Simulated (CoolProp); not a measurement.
Vapour-liquid equilibrium of cyclohexane (1) + p-xylene (2) at 408.1 K; x and y are mole fractions of (1).

The numbers come from the multi-fluid Helmholtz-energy mixture model, Zhou 2014 and Zhou 2012; pair parameters Bell 2016 in CoolProp.

| x | bubble pressure (MPa) | y at the bubble point | dew pressure at overall composition x (MPa) | liquid density (mol/L) |
|---|---|---|---|---|
| 0.05 | 0.1126 | 0.211 | 0.09661 | 7.157 |
| 0.125 | 0.1412 | 0.411 | 0.1035 | 7.207 |
| 0.2 | 0.1681 | 0.540 | 0.1113 | 7.257 |
| 0.275 | 0.1935 | 0.630 | 0.1204 | 7.308 |
| 0.35 | 0.2176 | 0.699 | 0.1310 | 7.359 |
| 0.425 | 0.2406 | 0.752 | 0.1437 | 7.411 |
| 0.5 | 0.2627 | 0.797 | 0.1588 | 7.465 |
| 0.575 | 0.2842 | 0.835 | 0.1772 | 7.519 |
| 0.65 | 0.3053 | 0.869 | 0.1999 | 7.575 |
| 0.725 | 0.3262 | 0.900 | 0.2284 | 7.632 |
| 0.8 | 0.3470 | 0.928 | 0.2643 | 7.691 |
| 0.875 | 0.3681 | 0.956 | 0.3093 | 7.752 |
| 0.95 | 0.3896 | 0.982 | 0.3636 | 7.815 |

No azeotrope shows between x = 0.05 and 0.95.

The pair parameters rest on a limited set of measurements; away from them the model extrapolates.
